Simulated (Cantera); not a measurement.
An isothermal, constant-pressure homogeneous reactor starts with 64.5 % CH4, 35.5 % H2O, at 1998 K and 0.133 bar.

Cantera simulation using GRI-Mech 3.0 (53 species, 325 reactions); the numbers are that mechanism's predictions, not measurements. GRI-Mech 3.0 stops at C3 and has no aromatics, soot or wall deposition, so with more carbon than oxygen in the feed, carbon stays in small species such as C2H2 where larger ones or solid carbon would form.

x: mole fraction; the columns are a selection and need not sum to one.

| t (s) | x CH4 | x H2O | x C2H6 | x HO2 | x O2 |
|---|---|---|---|---|---|
| 4.00e-6 | 0.644 | 0.355 | 3.02e-7 | <1e-12 | <1e-12 |
| 3.27e-5 | 0.632 | 0.353 | 9.22e-5 | <1e-12 | 2.48e-11 |
| 0.000267 | … | … | … | 1.46e-11 | 1.42e-8 |
| 0.00219 | 0.0465 | 0.209 | 2.54e-5 | 1.48e-11 | 1.44e-8 |
| 0.0179 | 0.0119 | 0.124 | 2.04e-6 | 7.50e-12 | 7.34e-9 |
| 0.146 | … | … | … | <1e-12 | 1.33e-10 |
| 1.20 | 0.000358 | 3.02e-7 | 2.48e-9 | <1e-12 | <1e-12 |
| 9.78 | 0.000356 | 1.82e-7 | 2.47e-9 | <1e-12 | <1e-12 |
| 80.0 | 0.000356 | 1.82e-7 | 2.47e-9 | <1e-12 | <1e-12 |

Q: Some entries are withheld; supply them.

A: 
- 0.000267, x CH4: 0.334
- 0.000267, x H2O: 0.296
- 0.000267, x C2H6: 0.000896
- 0.146, x CH4: 0.00374
- 0.146, x H2O: 0.0151
- 0.146, x C2H6: 1.94e-7
